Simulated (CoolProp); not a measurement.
Properties of tetradecamethylhexasiloxane (MD4M) at several states.

Computed with CoolProp (reference Helmholtz-energy equation of state, Thol 2019).

```json
[
 {"T (°C)": "302.95", "p (MPa)": "0.432", "phase": "liquid", "density (kg/m³)": "578.3", "cp (kJ/(kg K))": "2.297", "Joule-Thomson coefficient (K/MPa)": "0.4893", "isothermal compressibility (1/MPa)": "0.03139", "fugacity coefficient": "0.4659"},
 {"T (°C)": "165.15", "p (MPa)": "4.15", "phase": "liquid", "density (kg/m³)": "760.9", "cp (kJ/(kg K))": "2.002", "Joule-Thomson coefficient (K/MPa)": "-0.2961", "isothermal compressibility (1/MPa)": "0.003859", "fugacity coefficient": "0.003179"},
 {"T (°C)": "333.25", "p (MPa)": "0.695", "phase": "liquid", "density (kg/m³)": "528.5", "cp (kJ/(kg K))": "2.386", "Joule-Thomson coefficient (K/MPa)": "1.128", "isothermal compressibility (1/MPa)": "0.06207", "fugacity coefficient": "0.4559"},
 {"T (°C)": "21.85", "p (MPa)": "0.0738", "phase": "liquid", "density (kg/m³)": "889.7", "cp (kJ/(kg K))": "1.702", "Joule-Thomson coefficient (K/MPa)": "-0.4488", "isothermal compressibility (1/MPa)": "0.001442", "fugacity coefficient": "6.987e-6"},
 {"T (°C)": "310.15", "p (MPa)": "4.49", "phase": "liquid", "density (kg/m³)": "617.8", "cp (kJ/(kg K))": "2.243", "Joule-Thomson coefficient (K/MPa)": "-0.002933", "isothermal compressibility (1/MPa)": "0.01390", "fugacity coefficient": "0.09490"},
 {"T (°C)": "70.55", "p (MPa)": "0.0966", "phase": "liquid", "density (kg/m³)": "842.7", "cp (kJ/(kg K))": "1.818", "Joule-Thomson coefficient (K/MPa)": "-0.3943", "isothermal compressibility (1/MPa)": "0.002082", "fugacity coefficient": "0.0004571"}
]
```
